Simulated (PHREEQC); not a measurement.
A solution holds 5.5 mmol/kgw TMAH and 2.8 mmol/kgw Na2SiO3, at 25 °C and 100 atm. Closed to the air; pH follows from the charge balance.

Computed with PHREEQC (ion-association model, phreeqc.dat).

| quantity | before | after |
|---|---|---|
| pH | 11.82 | 11.54 |
| H2SiO4-2 (mol/kgw) | 0.000178 | 4.41e-5 |
| SI of Quartz (SiO2) | -0.69 | -0.69 |

Problem. What was changed between the two runs?
(A) diluted 100-fold with water
(B) 0.0013 mol/kgw NaHCO3 added
(C) diluted 2-fold with water
(D) 0.00041 mol/kgw K2HPO4 added

Solution. C, diluted 2-fold with water

This is a speciation only: nothing precipitates in the calculation. Under pressure, the constants of complexes without a molar volume in the database are unreliable. (CH3)4N+ isn't in the database: it is added as a free cation with an ion size of 4 Å.
